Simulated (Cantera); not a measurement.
Feed: 1 mol BN, a varied amount of F2, 12 mol N2, equilibrated at 1450 K and 160 Pa.

Method: chemical equilibrium by Gibbs-energy minimisation in Cantera with the NASA 1993 tables (ideal gas, pure condensed phases). Candidate condensed phases: B, BN; 13 gas species. Kinetics and transport are ignored.

### Question
At 2.5 mol F2, list the 3 most abundant gas species with their mole fractions, and the condensed phases.

### Answer
N2 0.806, F 0.129, BF3 0.0645. Condensed: gas only.
